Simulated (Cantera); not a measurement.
A diamond (100) surface in a fixed gas of H2 with x(CH4) = 0.013, x(CH3) = 0.00017, at 1225 K, 0.0553 atm; coverages are run to steady state.

Detailed kinetics in Cantera: the Harris–Goodwin 1993 mechanism for the reconstructed diamond (100) surface.

θ: site fractions in the mechanism's names (c6HH fully hydrogenated, c6H* and c6*H radical sites, c6** diradical, c6HM methylated).

```csv
x(H),growth (µm/h),θ c6HH,θ c6H*,θ c6*H,θ c6**,θ c6HM
0.0001,0.119,0.625,0.0278,0.339,0.00463,0.000978
0.00021,(withheld),(withheld),(withheld),(withheld),(withheld),(withheld)
0.00045,0.579,0.484,0.0374,0.457,0.0166,0.00156
0.00096,1.01,0.452,0.0394,0.481,0.0234,0.00176
0.002,(withheld),0.436,0.0403,0.492,(withheld),0.00181
0.0043,2.66,0.427,0.0408,0.497,0.0317,0.00171
0.0091,4.18,0.423,0.0411,0.500,0.0334,0.00145
0.019,6.06,0.421,0.0413,0.501,0.0343,0.00108
0.041,7.99,0.421,0.0417,0.502,0.0349,0.000687
```

Task: Complete the blanks.

Result: 
- 0.00021, growth (µm/h): 0.288
- 0.00021, θ c6HH: 0.541
- 0.00021, θ c6H*: 0.0337
- 0.00021, θ c6*H: 0.411
- 0.00021, θ c6**: 0.00965
- 0.00021, θ c6HM: 0.00128
- 0.002, growth (µm/h): 1.63
- 0.002, θ c6**: 0.0284
